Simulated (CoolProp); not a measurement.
n-nonane at 480.51 K and 0.93 MPa is throttled through a valve to 0.606 MPa with no heat exchange. Each further row changes one setting.

Values from CoolProp's reference Helmholtz-energy equation of state, Lemmon 2006. It is a short technical equation, of lower accuracy than the large ones.

| case | temperature change (K) | final phase | final density (kg/m³) |
|---|---|---|---|
| as stated | +0.0 | liquid | ___ |
| outlet pressure 0.182 MPa | ___ | ___ | ___ |
| outlet pressure 0.788 MPa | +0.0 | liquid | ___ |

Fill in the missing entries.


- as stated, final density (kg/m³): 553
- outlet pressure 0.182 MPa, temperature change (K): -33.0
- outlet pressure 0.182 MPa, final phase: two-phase, vapour fraction 0.354
- outlet pressure 0.182 MPa, final density (kg/m³): 19.0
- outlet pressure 0.788 MPa, final density (kg/m³): 554
